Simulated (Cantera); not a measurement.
A Cantera script and its output.

```python
import numpy as np
import cantera as ct

gas = ct.Solution("gri30.yaml")
gas.TPX = 1125, 35000, {'CH4': 1, 'O2': 1.18, 'N2': 5.76, 'CO2': 0.36}
reactor = ct.IdealGasConstPressureReactor(gas, energy="on", clone=False)
net = ct.ReactorNet([reactor])
net.rtol, net.atol = 1e-08, 1e-16
show = ['CH4', 'O2', 'CO2', 'OH', 'NO', 'CH3', 'CH2CO']
times = np.geomspace(2e-06, 0.8, 16)

steps = ct.SolutionArray(gas, extra=["t"])
rows = []
print(f"{'t/s':>10s}{'T/K':>9s}{'P/Pa':>11s}" + "".join(f"{s:>11s}" for s in show))
for t in times:
    while net.time < t:
        t_next = net.step()
        steps.append(gas.state, t=t_next)
    rows.append([np.interp(t, steps.t, y) for y in (steps.T, steps.P, *steps(*show).X.T)])
    print(f"{t:10.3e}{rows[-1][0]:9.1f}{rows[-1][1]:11.4g}" + "".join(f"{x:11.3e}" for x in rows[-1][2:]))
rate = np.gradient(steps.T, steps.t)
print("integrator steps:", len(steps.t))
if steps.T.max() > steps.T[0] + 200:
    print(f"time of steepest temperature rise: {steps.t[rate.argmax()]:.4e} s")
gas.TPX = 1125, 35000, {'CH4': 1, 'O2': 1.18, 'N2': 5.76, 'CO2': 0.36}
gas.equilibrate("HP")
print(f"equilibrium (HP): T = {gas.T:.1f} K  " + "  ".join(f"{s} {gas[s].X[0]:.3e}" for s in show))
```

It prints:

```
       t/s      T/K       P/Pa        CH4         O2        CO2         OH         NO        CH3      CH2CO
 2.000e-06   1125.0    3.5e+04  1.205e-01  1.422e-01  4.337e-02  4.496e-14  2.081e-26  1.220e-10  4.665e-33
 4.726e-06   1125.0    3.5e+04  1.205e-01  1.422e-01  4.337e-02  1.472e-13  2.016e-25  2.890e-10  1.120e-31
 1.117e-05   1125.0    3.5e+04  1.205e-01  1.422e-01  4.337e-02  3.208e-13  1.502e-24  6.851e-10  3.325e-30
 2.639e-05   1125.0    3.5e+04  1.205e-01  1.422e-01  4.337e-02  5.433e-13  7.159e-24  1.625e-09  2.704e-28
 6.236e-05   1125.0    3.5e+04  1.205e-01  1.422e-01  4.337e-02  1.016e-12  2.645e-23  3.856e-09  3.513e-26
 1.474e-04   1125.0    3.5e+04  1.205e-01  1.422e-01  4.337e-02  2.205e-12  1.014e-22  9.193e-09  3.918e-24
 3.482e-04   1125.0    3.5e+04  1.205e-01  1.422e-01  4.337e-02  5.408e-12  4.457e-22  2.218e-08  3.488e-22
 8.229e-04   1125.0    3.5e+04  1.205e-01  1.422e-01  4.337e-02  1.500e-11  2.268e-21  5.528e-08  3.105e-20
 1.944e-03   1125.0    3.5e+04  1.205e-01  1.422e-01  4.337e-02  4.713e-11  1.334e-20  1.500e-07  3.207e-18
 4.595e-03   1125.0    3.5e+04  1.205e-01  1.422e-01  4.337e-02  1.614e-10  9.511e-20  4.826e-07  4.829e-16
 1.086e-02   1125.0    3.5e+04  1.205e-01  1.422e-01  4.337e-02  5.034e-10  8.158e-19  1.687e-06  1.141e-13
 2.566e-02   1125.1    3.5e+04  1.205e-01  1.422e-01  4.337e-02  8.459e-10  5.125e-18  3.137e-06  1.080e-11
 6.063e-02   1125.2    3.5e+04  1.204e-01  1.421e-01  4.337e-02  1.121e-09  1.999e-17  3.718e-06  2.158e-10
 1.433e-01   1125.9    3.5e+04  1.203e-01  1.420e-01  4.337e-02  1.956e-09  8.480e-17  4.964e-06  3.373e-09
 3.385e-01   1129.9    3.5e+04  1.195e-01  1.415e-01  4.337e-02  6.768e-09  9.972e-16  9.072e-06  1.207e-07
 8.000e-01   2154.6    3.5e+04  5.676e-13  8.610e-06  4.210e-02  5.200e-04  7.120e-05  2.996e-13  6.178e-16
integrator steps: 2459
time of steepest temperature rise: 6.3510e-01 s
equilibrium (HP): T = 2154.7 K  CH4 6.392e-13  O2 8.616e-06  CO2 4.210e-02  OH 5.201e-04  NO 6.539e-05  CH3 3.374e-13  CH2CO 6.830e-16
```

Cantera simulation using GRI-Mech 3.0 (53 species, 325 reactions); the numbers are that mechanism's predictions, not measurements.
